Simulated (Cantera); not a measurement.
Input: 1 mol B2H6, 1.9 mol H2O, 20 mol H2, equilibrated at 133 Pa.

These are equilibrium values from Cantera (NASA tables, ideal gas, pure condensed phases), not measurements of a reactor. Candidate condensed phases: B, B2O3, B3O3H3, H2O; 23 gas species. The feed counts by its element totals alone. The tables' values for BH2 are old estimates; treat these amounts as uncertain. Equilibrium is a limit: real reactors are often held back by kinetics, nucleation or transport. All values below are at 2050 K.

Base state: H2 0.874, H 0.0581, HBO 0.0330, BO 0.0304, B2O2 0.00315, BH2 0.000541, B2O 0.000506, B 0.000225 (mole fractions); condensed: B(s).

Q: What changes in the equilibrium state with this change: H2O from 1.9 to 0.12 mol?

A: 
```json
[
 {"species": "H2", "before": "0.874", "after": "0.934"},
 {"species": "H", "before": "0.0581", "after": "0.0600"},
 {"species": "HBO", "before": "0.0330", "after": "0.00261"},
 {"species": "BO", "before": "0.0304", "after": "0.00233"},
 {"species": "B2O2", "before": "0.00315", "after": "1.85e-5"},
 {"species": "B2O", "before": "0.000506", "after": "3.87e-5"},
 {"species": "B(s), mol", "before": "0.0656", "after": "1.86"}
]
```
